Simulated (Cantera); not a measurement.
A closed system holds: 1 mol HMDSO, 0.41 mol NO, 3.6 mol N₂, at 977 °C and 0.133 bar.

Equilibrium computed with Cantera from the NASA thermochemical tables; the gas is ideal and each condensed phase is pure. Candidate condensed phases: C, C₆H₆, C₇H₈, C₈H₁₈, H₂O, Si, SiC, SiO₂, Si₂N₂O, Si₃N₄; 151 gas species. The feed counts by its element totals alone. The numbers say what is thermodynamically allowed, not how fast it happens.

Base state: H₂ 0.736, N₂ 0.230, CO 0.0335, CH₄ 0.000793, HCN 5.21e-5, H₂O 4.95e-5 (mole fractions); condensed: C(graphite) + Si₂N₂O(s).

### Question
What changes in the equilibrium state with this change: NO from 0.41 to 0.54 mol?

### Answer
| species | before | after |
|---|---|---|
| H₂ | 0.736 | 0.724 |
| N₂ | 0.230 | 0.231 |
| CO | 0.0335 | 0.0435 |
| H₂O | 4.95e-5 | 6.32e-5 |
| CH₄ | 0.000793 | 0.000769 |
| HCN | 5.21e-5 | 5.19e-5 |
| C(graphite), mol | 5.58 | 5.45 |
| Si₂N₂O(s), mol | 1.00 | 1.00 |
